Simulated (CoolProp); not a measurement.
Saturation properties of CH3F (R41).

Computed with CoolProp (reference Helmholtz-energy equation of state, Lemmon 2006). It is a short technical equation, of lower accuracy than the large ones.

| T (°C) | p (MPa) | liquid density (kg/m³) | vapour density (kg/m³) | enthalpy of vaporisation (kJ/kg) | surface tension (mN/m) |
|---|---|---|---|---|---|
| -42.85 | 0.5158 | 801.3 | 10.38 | 431.7 | 10.1 |
| -36.95 | 0.6424 | 786.7 | 12.85 | 420.7 | 9.27 |
| -31.05 | 0.7913 | 771.4 | 15.79 | 409.1 | 8.44 |
| -25.15 | 0.9646 | 755.6 | 19.26 | 396.7 | 7.63 |
| -19.25 | 1.165 | 739.1 | 23.34 | 383.5 | 6.83 |
| -13.35 | 1.395 | 721.7 | 28.16 | 369.4 | 6.05 |
| -7.45 | 1.658 | 703.4 | 33.86 | 354.2 | 5.29 |
| -1.55 | 1.956 | 684.1 | 40.60 | 337.6 | 4.55 |
| 4.35 | 2.292 | 663.3 | 48.65 | 319.6 | 3.83 |
| 10.25 | 2.670 | 641.0 | 58.35 | 299.7 | 3.14 |
| 16.15 | 3.094 | 616.5 | 70.21 | 277.4 | 2.47 |
| 22.05 | 3.568 | 589.1 | 85.08 | 252.0 | 1.84 |

It boils at -78.4 °C under 1 atm.

Surface tension comes from a separate correlation (Mulero 2012).
